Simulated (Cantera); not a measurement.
What does this Cantera script print?

```python
import numpy as np
import cantera as ct

gas_names = """
    C CN CO CO2 C2 CCN CNC C2N2 C2O C3 C3O2 C4 C4N2 C5 Cu CuO Cu2 N NCO NO NO2 NO3 N2 N2O O O2 O3
""".split()
cond_names = """
    C(gr) Cu(cr) Cu(L) CuO(s) Cu2O(s) Cu2O(L)
""".split()


def load(file, names, dense=False):
    # The tables refer to 1 bar. Condensed volumes are neglected.
    table = {s.name: s for s in ct.Species.list_from_file(file)}
    out = []
    for n in names:
        d = dict(table[n].input_data)
        d["thermo"] = dict(d["thermo"], **{"reference-pressure": 1e5})
        if dense:
            d["equation-of-state"] = {"model": "constant-volume", "density": "1e6 g/cm^3"}
        out.append(ct.Species.from_dict(d))
    return out


gas = ct.Solution(thermo="ideal-gas", species=load("nasa_gas.yaml", gas_names))
cond = {s.name: ct.Solution(thermo="fixed-stoichiometry", species=[s], name=s.name)
        for s in load("nasa_condensed.yaml", cond_names, dense=True)}
atoms = {
    'Cu': {'Cu': 1},
    'CO': {'C': 1, 'O': 1},
    'N2': {'N': 2},
}
top_T = {'C(gr)': 4500, 'CuO(s)': 1390}  # K; cautious upper limits of use, not melting points


def equilibrate(T, P, feed):
    n = {}
    for name, mol in feed.items():
        for a, k in atoms[name].items():
            n[a] = n.get(a, 0.0) + k * mol
    gas.TPX = T, P, n
    mass = sum(n.values()) * gas.mean_molecular_weight
    gas.equilibrate("TP")
    valid = [c for c in cond.values() if c.min_temp <= T <= top_T.get(c.name, c.max_temp)]
    mix = ct.Mixture([(gas, mass / gas.mean_molecular_weight)] + [(c, 0.0) for c in valid])
    mix.T, mix.P = T, P
    mix.equilibrate("TP", solver="vcs", rtol=1e-11, max_steps=5000)
    return mix


results = []
feed = {'Cu': 1, 'CO': 12, 'N2': 0.027}  # mol
P = 1333.22  # Pa
for T in [950, 1050, 1150, 1250, 1350, 1450, 1550, 1650, 1750, 1850, 1950]:
    mix = equilibrate(T, P, feed)
    results.append((T, P, feed, dict(zip(mix.species_names, mix.species_moles))))
    x = sorted(zip(gas.X, gas.species_names), reverse=True)
    print(f"T = {T:g} K  P = {P:g} Pa  gas = {mix.phase_moles(0):.4g} mol")
    print("   x: " + "  ".join(f"{s} {v:.3e}" for v, s in x if v > 0.001))
    print("   condensed (mol): " + ("  ".join(f"{mix.phase(i).name} {mix.phase_moles(i):.4g}"
          for i in range(1, mix.n_phases) if mix.phase_moles(i) > 1e-12) or "none"))
```

Result:

```
T = 950 K  P = 1333.22 Pa  gas = 11.78 mol
   x: CO 9.764e-01  CO2 2.127e-02  N2 2.293e-03
   condensed (mol): C(gr) 0.2505  Cu(cr) 1
T = 1050 K  P = 1333.22 Pa  gas = 11.99 mol
   x: CO 9.949e-01  CO2 2.821e-03  N2 2.251e-03
   condensed (mol): C(gr) 0.03384  Cu(cr) 1
T = 1150 K  P = 1333.22 Pa  gas = 12.02 mol
   x: CO 9.972e-01  N2 2.246e-03
   condensed (mol): C(gr) 0.006287  Cu(cr) 1
T = 1250 K  P = 1333.22 Pa  gas = 12.03 mol
   x: CO 9.976e-01  N2 2.245e-03
   condensed (mol): C(gr) 0.001536  Cu(cr) 1
T = 1350 K  P = 1333.22 Pa  gas = 12.03 mol
   x: CO 9.977e-01  N2 2.245e-03
   condensed (mol): C(gr) 0.0004654  Cu(cr) 0.9996
T = 1450 K  P = 1333.22 Pa  gas = 12.03 mol
   x: CO 9.975e-01  N2 2.244e-03
   condensed (mol): C(gr) 0.0001674  Cu(L) 0.9969
T = 1550 K  P = 1333.22 Pa  gas = 12.04 mol
   x: CO 9.964e-01  N2 2.242e-03  Cu 1.392e-03
   condensed (mol): C(gr) 6.905e-05  Cu(L) 0.9832
T = 1650 K  P = 1333.22 Pa  gas = 12.1 mol
   x: CO 9.917e-01  Cu 6.091e-03  N2 2.231e-03
   condensed (mol): C(gr) 3.176e-05  Cu(L) 0.9262
T = 1750 K  P = 1333.22 Pa  gas = 12.3 mol
   x: CO 9.754e-01  Cu 2.240e-02  N2 2.195e-03
   condensed (mol): C(gr) 1.579e-05  Cu(L) 0.7236
T = 1850 K  P = 1333.22 Pa  gas = 12.95 mol
   x: CO 9.265e-01  Cu 7.124e-02  N2 2.085e-03
   condensed (mol): C(gr) 7.894e-06  Cu(L) 0.07301
T = 1950 K  P = 1333.22 Pa  gas = 13.03 mol
   x: CO 9.213e-01  Cu 7.657e-02  N2 2.073e-03
   condensed (mol): C(gr) 3.226e-06
```

Method: chemical equilibrium by Gibbs-energy minimisation in Cantera with the NASA 1993 tables (ideal gas, pure condensed phases).
